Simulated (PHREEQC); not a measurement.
BaCl2 is added in steps, without added water, to 1 kg of water holding 0.011 mol/kgw ZnSO4 and 4.4e-05 mol/kgw KCl, at 40 °C. Oxygen alone is held at its pressure in air (log pO2 = -0.68). The system is closed to CO2. Solids allowed: Barite, Zn(OH)2-e, Zn4(OH)6SO4, Zn5(OH)8Cl2, Goslarite. Others were left out.

Base run: PHREEQC, ion-association model, wateq4f.dat. Each further column changes one thing. The table gives pH.

| BaCl2 added (mol) | base | Debye-Hückel limiting law | all activity coefficients set to 1 | database phreeqc.dat | Davies equation for every ion |
|---|---|---|---|---|---|
| 0 | 5.53 | 5.56 | 5.51 | 5.54 | 5.55 |
| 0.00275 | 5.49 | 5.52 | 5.43 | 5.49 | 5.50 |
| 0.0055 | 5.44 | 5.48 | 5.35 | 5.44 | 5.45 |
| 0.00825 | 5.39 | 5.44 | 5.27 | 5.39 | 5.40 |
| 0.011 | 5.34 | 5.39 | 5.20 | 5.34 | 5.35 |
| 0.01375 | 5.34 | 5.41 | 5.20 | 5.35 | 5.36 |
| 0.0165 | 5.35 | 5.43 | 5.20 | 5.36 | 5.37 |
| 0.01925 | 5.35 | 5.44 | 5.19 | 5.36 | 5.38 |
| 0.022 | 5.36 | 5.46 | 5.19 | 5.37 | 5.38 |

Constants without temperature data keep their 25 °C values here. phreeqc.dat and wateq4f.dat share most of their constants, so their agreement is no independent check. Solids allowed in the column 'database phreeqc.dat': Barite, Sylvite, Zn(OH)2(e).
